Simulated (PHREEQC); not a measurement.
## Buffer

Solution (25 °C): 0.018 mol/kgw HF and 0.0018 mol/kgw K2HPO4. Closed to the air; pH follows from the charge balance.

All values are PHREEQC results (ion-association model, phreeqc.dat), not measurements.

Each row changes one thing in this solution. Precipitation was switched off in this run.

```json
[
 {"case": "as made", "pH": "2.66", "ionic strength (mol/kgw)": "0.00597", "HF (mol/kgw)": "0.0132", "F- (mol/kgw)": "0.00436", "HF2- (mol/kgw)": "0.000221"},
 {"case": "K2HPO4 left out", "pH": "___", "ionic strength (mol/kgw)": "0.00339", "HF (mol/kgw)": "0.0144", "F- (mol/kgw)": "0.00321", "HF2- (mol/kgw)": "0.000178"},
 {"case": "temperature from 25 to 45 °C", "pH": "2.75", "ionic strength (mol/kgw)": "0.00549", "HF (mol/kgw)": "0.0137", "F- (mol/kgw)": "___", "HF2- (mol/kgw)": "0.000227"},
 {"case": "K2HPO4 from 0.0018 to 0.00162 mol/kgw", "pH": "2.64", "ionic strength (mol/kgw)": "___", "HF (mol/kgw)": "0.0133", "F- (mol/kgw)": "0.00424", "HF2- (mol/kgw)": "0.000217"},
 {"case": "HF from 0.018 to 0.0036 mol/kgw", "pH": "3.40", "ionic strength (mol/kgw)": "0.00402", "HF (mol/kgw)": "0.00128", "F- (mol/kgw)": "___", "HF2- (mol/kgw)": "1.13e-5"},
 {"case": "K2HPO4 from 0.0018 to 0.00198 mol/kgw", "pH": "2.67", "ionic strength (mol/kgw)": "0.00624", "HF (mol/kgw)": "0.0131", "F- (mol/kgw)": "0.00448", "HF2- (mol/kgw)": "0.000225"}
]
```

### Question
What belongs in the gaps?

### Answer

- K2HPO4 left out, pH: 2.50
- temperature from 25 to 45 °C, F- (mol/kgw): 0.00388
- K2HPO4 from 0.0018 to 0.00162 mol/kgw, ionic strength (mol/kgw): 0.00569
- HF from 0.018 to 0.0036 mol/kgw, F- (mol/kgw): 0.00230

At this temperature some constants are extrapolated from 25 °C, and those without enthalpy data are left unchanged.
